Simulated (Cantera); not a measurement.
Feed: 1 mol Fe3O4, 0.53 mol Cl2, 0.43 mol H2, equilibrated at 1000 Pa.

These are equilibrium values from Cantera (NASA tables, ideal gas, pure condensed phases), not measurements of a reactor. Candidate condensed phases: Fe, FeCl2, FeCl3, FeO, Fe(OH)2, Fe(OH)3, Fe2O3, Fe3O4, H2O; 22 gas species. Mutual solubility and eutectic melting of coexisting phases are not modelled. Condensed phases not in the tables: FeOCl. Rates play no part.

x: gas mole fraction; n: condensed amount in mol.

```
T (K)  x HCl  x FeCl2    x H2O      x O2  x FeCl3      x Cl  x Cl2  n FeCl2(s)  n Fe2O3(s)  n Fe3O4(s)
-----  -----  -------  -------  --------  -------  --------  -----  ----------  ----------  ----------
798    0.969  0.00875   0.0176    <1e-12  0.00441   5.51e-8      ?       0.101       0.407       0.691
898    0.896   0.0614  0.00815  4.42e-12   0.0309   2.82e-6      ?           0       0.349       0.736
998    0.875   0.0849   0.0159   2.89e-9   0.0231   3.56e-5      ?           0       0.371       0.718
1098   0.848    0.106   0.0276   5.42e-7   0.0169  0.000275      ?           0       0.392       0.699
1198   0.816    0.126   0.0425   4.08e-5   0.0128   0.00149      ?           0       0.409       0.683
1298   0.776    0.143   0.0598   0.00155  0.00979   0.00622      ?           0       0.408       0.679
1398   0.706    0.150   0.0763    0.0345  0.00707    0.0205      ?           0       0.192       0.820
```

Task: Complete the blanks.

Result: 
- 798, x Cl2: 3.81e-7
- 898, x Cl2: 1.57e-5
- 998, x Cl2: 8.90e-5
- 1098, x Cl2: 0.000345
- 1198, x Cl2: 0.00104
- 1298, x Cl2: 0.00261
- 1398, x Cl2: 0.00538
